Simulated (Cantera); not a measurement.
**Thermodynamics of fluorocarbon and chlorocarbon gases, feed CHF3 + HCl**

A closed system holds: 1 mol CHF3, a varied amount of HCl, at 2548.15 K and 87.0 mbar.

Equilibrium computed with Cantera from the NASA thermochemical tables; the gas is ideal and each condensed phase is pure. Candidate condensed phases: C, C6H6, C7H8, C8H18; 118 gas species. Gases not in the tables: C2F6 and larger saturated fluorocarbons. Equilibrium is a limit: real reactors are often held back by kinetics, nucleation or transport.

From 0.083 mol HCl to 1.9 mol HCl the condensed part is C(graphite). The main C-bearing gas is CF2 throughout. The share of C in condensed phases is highest at 1.9 mol HCl (96.2 %) and lowest at 0.083 mol HCl (33.2 %).

```csv
n(HCl) (mol),x HF,x Cl,x CF2,x F,x CF4,x HCl,n C(graphite)
0.083,0.481,0.0365,0.246,0.186,0.0359,0.000316,0.332
0.13,0.485,0.0552,0.232,0.181,0.0322,0.000496,0.350
0.2,0.490,0.0808,0.214,0.174,0.0273,0.000766,0.378
0.32,0.499,0.120,0.186,0.162,0.0206,0.00124,0.425
0.5,0.511,0.169,0.150,0.145,0.0134,0.00199,0.496
0.79,0.529,0.231,0.103,0.120,0.00632,0.00340,0.609
1.2,0.550,0.296,0.0542,0.0873,0.00175,0.00625,0.762
1.9,0.572,0.365,0.00644,0.0301,2.47e-5,0.0233,0.962
```
x: gas mole fraction; n: condensed amount in mol.
